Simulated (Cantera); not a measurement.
Input (Python, Cantera):

```python
import numpy as np
import cantera as ct

gas = ct.Solution("gri30.yaml")
gas.TPX = 1225, 140000, {'CO': 0.0014, 'O2': 0.0021, 'H2O': 0.002, 'N2': 1}
reactor = ct.IdealGasConstPressureReactor(gas, energy="off", clone=False)
net = ct.ReactorNet([reactor])
net.rtol, net.atol = 1e-08, 1e-18
show = ['CO', 'O2', 'H2O', 'CO2', 'HO2']
times = np.geomspace(5e-06, 30, 13)

steps = ct.SolutionArray(gas, extra=["t"])
rows = []
print(f"{'t/s':>10s}{'T/K':>9s}{'P/Pa':>11s}" + "".join(f"{s:>11s}" for s in show))
for t in times:
    while net.time < t:
        t_next = net.step()
        steps.append(gas.state, t=t_next)
    rows.append([np.interp(t, steps.t, y) for y in (steps.T, steps.P, *steps(*show).X.T)])
    print(f"{t:10.3e}{rows[-1][0]:9.1f}{rows[-1][1]:11.4g}" + "".join(f"{x:11.3e}" for x in rows[-1][2:]))
rate = np.gradient(steps.T, steps.t)
print("integrator steps:", len(steps.t))
if steps.T.max() > steps.T[0] + 200:
    print(f"time of steepest temperature rise: {steps.t[rate.argmax()]:.4e} s")
gas.TPX = 1225, 140000, {'CO': 0.0014, 'O2': 0.0021, 'H2O': 0.002, 'N2': 1}
gas.equilibrate("TP")
print(f"equilibrium (TP): T = {gas.T:.1f} K  " + "  ".join(f"{s} {gas[s].X[0]:.3e}" for s in show))
```

Result:

```
       t/s      T/K       P/Pa         CO         O2        H2O        CO2        HO2
 5.000e-06   1225.0    1.4e+05  1.392e-03  2.089e-03  1.989e-03  1.483e-12  2.190e-14
 1.836e-05   1225.0    1.4e+05  1.392e-03  2.089e-03  1.989e-03  5.450e-12  8.028e-14
 6.740e-05   1225.0    1.4e+05  1.392e-03  2.089e-03  1.989e-03  2.014e-11  2.959e-13
 2.475e-04   1225.0    1.4e+05  1.392e-03  2.089e-03  1.989e-03  7.766e-11  1.328e-12
 9.086e-04   1225.0    1.4e+05  1.392e-03  2.089e-03  1.989e-03  4.085e-10  2.066e-11
 3.336e-03   1225.0    1.4e+05  1.392e-03  2.089e-03  1.989e-03  9.436e-09  1.142e-09
 1.225e-02   1225.0    1.4e+05  1.330e-03  2.051e-03  1.976e-03  6.272e-05  6.324e-07
 4.497e-02   1225.0    1.4e+05  2.076e-04  1.495e-03  1.974e-03  1.186e-03  4.093e-07
 1.651e-01   1225.0    1.4e+05  1.667e-05  1.400e-03  1.988e-03  1.377e-03  8.606e-08
 6.062e-01   1225.0    1.4e+05  8.963e-07  1.393e-03  1.990e-03  1.392e-03  7.075e-09
 2.226e+00   1225.0    1.4e+05  2.711e-08  1.393e-03  1.990e-03  1.393e-03  7.354e-10
 8.171e+00   1225.0    1.4e+05  2.291e-09  1.393e-03  1.990e-03  1.393e-03  1.307e-10
 3.000e+01   1225.0    1.4e+05  1.001e-09  1.393e-03  1.990e-03  1.393e-03  6.349e-11
integrator steps: 1541
equilibrium (TP): T = 1225.0 K  CO 9.898e-10  O2 1.382e-03  H2O 1.990e-03  CO2 1.393e-03  HO2 6.245e-11
```

Detailed kinetics in Cantera: GRI-Mech 3.0 (53 species, 325 reactions).
